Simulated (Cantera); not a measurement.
Input: 1 mol CH3SiCl3, 0.1 mol C2H4, 21 mol H2, at 1952 °C and 10.0 mbar.

These are equilibrium values from Cantera (NASA tables, ideal gas, pure condensed phases), not measurements of a reactor. Candidate condensed phases: C, C6H6, C7H8, C8H18, Si, SiC; 109 gas species. The feed counts by its element totals alone. The tables' values for SiCl are old estimates; treat these amounts as uncertain. Gases not in the tables: Si2H6 and higher silanes. Equilibrium is a limit: real reactors are often held back by kinetics, nucleation or transport.

Base state: H2 0.816, HCl 0.107, H 0.0585, Cl 0.00556, Si 0.00542, SiCl2 0.00304, C2H2 (acetylene) 0.00239, SiCl 0.000718 (mole fractions); condensed: C(graphite) + SiC(s).

Q: What changes in the equilibrium state with this change: pressure from 10.0 mbar to 34.0 mbar?

A: 
```json
[
 {"species": "H2", "before": "0.816", "after": "0.845"},
 {"species": "HCl", "before": "0.107", "after": "0.112"},
 {"species": "H", "before": "0.0585", "after": "0.0323"},
 {"species": "SiCl2", "before": "0.00304", "after": "0.00321"},
 {"species": "Si2C", "before": "0.000346", "after": "0.000102"},
 {"species": "SiC2", "before": "0.000572", "after": "0.000168"},
 {"species": "Si", "before": "0.00542", "after": "0.00159"},
 {"species": "C(graphite), mol", "before": "0.311", "after": "0.208"},
 {"species": "SiC(s), mol", "before": "0.730", "after": "0.858"}
]
```
